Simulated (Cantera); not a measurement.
A freely propagating, adiabatic, planar premixed flame of 10.6 % CO, 11.6 % H2, 1.58 % CH4, 16.1 % O2, 60.2 % N2, unburnt at 375 K and 2.80 bar; mixture-averaged transport, grid criteria slope 0.08 and curve 0.16, no radiation.

Computed with Cantera and GRI-Mech 3.0 (53 species, 325 reactions). Burning velocities carry a grid error of a few per cent, more on coarse grids.

Problem. Predict: laminar burning velocity; thermal thickness; peak x(HCN); peak x(H).

Solution. 
* **laminar burning velocity**: 99.1 cm/s
* **thermal thickness**: 0.136 mm
* **peak x(HCN)**: 7.37e-8
* **peak x(H)**: 0.00767
